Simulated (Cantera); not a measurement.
**Stirred combustor or abatement burner**

A perfectly stirred reactor is fed with CH4 : O2 : N2 : CO2 = 1 : 1.43 : 5.37 : 0.0079 (molar parts), equivalence ratio 1.4, at 4.93 atm; it is adiabatic with a 450 K inlet, and is followed from long to short residence time, starting on the burning branch (τ in s: 0.063, 0.022, 0.0074, 0.0025, 0.00087, 0.0003, 0.0001, 3.5e-05, 1.2e-05, 4.1e-06).

Cantera simulation using GRI-Mech 3.0 (53 species, 325 reactions); the numbers are that mechanism's predictions, not measurements.

```
τ (s)    T (K)     x CH4      x O2    x CO2      x OH       x H     x NO2
-------  -----  --------  --------  -------  --------  --------  --------
0.063     2086  0.000402   8.74e-5   0.0453  0.000134  0.000387  5.19e-10
0.022     2087  0.000868  0.000232   0.0455  0.000147  0.000411  7.99e-10
0.0074    2087   0.00163  0.000615   0.0459  0.000172  0.000453   1.25e-9
0.0025    2081   0.00264   0.00154   0.0459  0.000212  0.000519   1.97e-9
0.00087   2061   0.00392   0.00369   0.0448  0.000262  0.000601   3.00e-9
0.00030   1998   0.00658   0.00986   0.0403  0.000282  0.000619   3.91e-9
0.00010    450     0.128     0.183  0.00101    <1e-12    <1e-12    <1e-12
3.5e-5     450     0.128     0.183  0.00101    <1e-12    <1e-12    <1e-12
1.2e-5     450     0.128     0.183  0.00101    <1e-12    <1e-12    <1e-12
4.1e-6     450     0.128     0.183  0.00101    <1e-12    <1e-12    <1e-12
```
x: mole fraction; the columns are a selection and need not sum to one.
